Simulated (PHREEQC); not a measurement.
0.038 g of hydrous ferric oxide (600 m²/g; 0.2 weak and 0.005 strong sites per Fe, Dzombak-Morel constants, diffuse double layer) in 1 kg of water with 0.3 mol/kgw of an inert sodium salt and 9.2e-07 mol/kgw PbCl2, 4.1e-07 mol/kgw SrCl2 and 5.4e-06 mol/kgw CuSO4, at 25 °C; the pH is set by adding NaOH or the inert anion's acid. O2 is buffered at 0.21 atm. The system is closed to CO2. No solid was allowed to form.

Base run: PHREEQC, ion-association model, wateq4f.dat. Each further column changes one thing. The table gives Cu sorbed (%).

| pH | base | no electrostatic term (-no_edl) | background salt from 0.3 to 0.03 mol/kgw | oxide from 0.038 to 0.19 g/kgw |
|---|---|---|---|---|
| 3 | 0.0 | 0.0 | 0.0 | 0.0 |
| 4.12 | 0.4 | 0.5 | 0.6 | 2.2 |
| 4.88 | 7.4 | 9.0 | 8.9 | 34.8 |
| 6 | 73.6 | 85.8 | 75.0 | 97.5 |
| 7.12 | 99.0 | 99.7 | 98.7 | 99.9 |
| 7.88 | 99.1 | 99.5 | 98.9 | 100.0 |
| 9 | 98.1 | 90.9 | 98.5 | 99.9 |

The database's constant for dissolved Cu(OH)2 is higher than later reviews accept. The oxide is taken as insoluble; below pH 4 it would dissolve.
